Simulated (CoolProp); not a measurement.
A single-stage vapour-compression cycle with R245fa: evaporating at 264.15 K (dew point), condensing at 318.15 K (bubble point), superheat 8 K, subcooling 2 K, compressor efficiency 0.75, no pressure losses. Each further row changes one setting.

Computed with CoolProp (reference Helmholtz-energy equation of state, Akasaka 2015).

| case | cooling COP | pressure ratio | discharge temperature (K) | refrigerating effect (kJ/kg) | volumetric capacity (kJ/m³) |
|---|---|---|---|---|---|
| as stated | 2.96 | 8.48 | 334.9 | 148 | 310 |
| evaporating temperature 269.15 K | 3.40 | 6.66 | 333.3 | 152 | 400 |
| condensing temperature 313.15 K | [?] | 7.21 | 329.9 | 155 | 325 |
| subcooling 7 K | [?] | 8.48 | 334.9 | 155 | 325 |
| superheat 18 K | 3.00 | 8.48 | [?] | 156 | 316 |
| compressor efficiency 0.65 | 2.56 | 8.48 | 342.7 | 148 | 310 |

Problem. Complete the blanks.

Solution. 
- condensing temperature 313.15 K, cooling COP: 3.35
- subcooling 7 K, cooling COP: 3.09
- superheat 18 K, discharge temperature (K): 345.4
